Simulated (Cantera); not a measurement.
An adiabatic, constant-pressure homogeneous reactor starts with CH4 : CO : O2 : N2 = 1 : 0.37 : 1.37 : 13.7 (molar parts), equivalence ratio 1.6, at 1050 K and 6680 Torr. Integrator tolerance rtol = 1e-08.

Model: GRI-Mech 3.0 (53 species, 325 reactions), integrated in Cantera.

Task: What does this change do: O2 1.37 to 3.8 parts?

Result: 
| quantity | before | after |
|---|---|---|
| time of steepest temperature rise | 0.269 s | 51.5 ms |
| temperature at 7.00 s | 1816 K | 2268 K |
| equilibrium temperature | 1816 K | 2268 K |
| x(CH4) at 7.00 s | 6.78e-10 (gas-phase equilibrium 7.45e-10) | <1e-12 (gas-phase equilibrium <1e-12) |
| x(CO) at 7.00 s | 0.0544 (gas-phase equilibrium 0.0544) | 0.000812 (gas-phase equilibrium 0.000812) |
| x(O2) at 7.00 s | 1.51e-9 (gas-phase equilibrium 1.51e-9) | 0.0814 (gas-phase equilibrium 0.0814) |
| x(HCN) at 7.00 s | 1.32e-7 (gas-phase equilibrium 1.09e-7) | <1e-12 (gas-phase equilibrium <1e-12) |
| x(H) at 7.00 s | 2.79e-5 (gas-phase equilibrium 2.79e-5) | 4.05e-5 (gas-phase equilibrium 4.05e-5) |
| x(C2H6) at 7.00 s | <1e-12 (gas-phase equilibrium <1e-12) | <1e-12 (gas-phase equilibrium <1e-12) |

Task: What does this change do: constant volume in place of constant pressure?

Result: 
```tsv
quantity	before	after
time of steepest temperature rise	0.269 s	0.258 s
temperature at 7.00 s	1816 K	2042 K
equilibrium temperature	1816 K	2042 K
x(CH4) at 7.00 s	6.78e-10 (gas-phase equilibrium 7.45e-10)	4.71e-10 (gas-phase equilibrium 5.18e-10)
x(CO) at 7.00 s	0.0544 (gas-phase equilibrium 0.0544)	0.0564 (gas-phase equilibrium 0.0564)
x(O2) at 7.00 s	1.51e-9 (gas-phase equilibrium 1.51e-9)	3.48e-8 (gas-phase equilibrium 3.48e-8)
x(HCN) at 7.00 s	1.32e-7 (gas-phase equilibrium 1.09e-7)	1.96e-7 (gas-phase equilibrium 1.96e-7)
x(H) at 7.00 s	2.79e-5 (gas-phase equilibrium 2.79e-5)	0.000101 (gas-phase equilibrium 0.000101)
x(C2H6) at 7.00 s	<1e-12 (gas-phase equilibrium <1e-12)	<1e-12 (gas-phase equilibrium <1e-12)
```
